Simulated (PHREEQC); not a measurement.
Solution (93 °C): 0.014 mol/kgw NaH2PO4 and 0.24 mol/kgw HNO3. Closed to the air; pH follows from the charge balance.

Computed with PHREEQC (ion-association model, phreeqc.dat).

Precipitation was switched off in this run.

Q: Estimate the pH, activity of water, density.

A: pH 0.76; activity of water 0.992; density 0.971 g/cm³.

Q: In which forms is P present?

A: H3PO4 97 %, H2PO4- 2.9 % of the P.

Species that the database lacks are ignored. Constants without temperature data keep their 25 °C values here.
